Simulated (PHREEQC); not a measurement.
Consider water at 25 °C with 0.023 mol FeCl3 and 0.014 mol NaCl per kg of water. Closed to the air; pH follows from the charge balance.

Computed with PHREEQC (ion-association model, wateq4f.dat).

Precipitation was switched off in this run.

### Question
Order these Cl species by the share of Cl that they hold, largest first: Cl-, FeCl2+, FeCl+2.

### Answer
Cl- (91 %), FeCl+2 (7.3 %), FeCl2+ (1.7 %)

### Question
Order these Fe species by the share of Fe that they hold, largest first: Fe3(OH)4+5, FeOH+2, Fe+3, Fe2(OH)2+4, FeCl+2.

### Answer
Fe+3 (34 %), FeCl+2 (26 %), Fe2(OH)2+4 (19 %), FeOH+2 (14 %), Fe3(OH)4+5 (3.3 %)

The pH is 2.14 and the ionic strength 0.124 mol/kgw. The solution is supersaturated, for example in Hematite (slow to form), Goethite (slow to form), so a real one may precipitate; this is no full list.
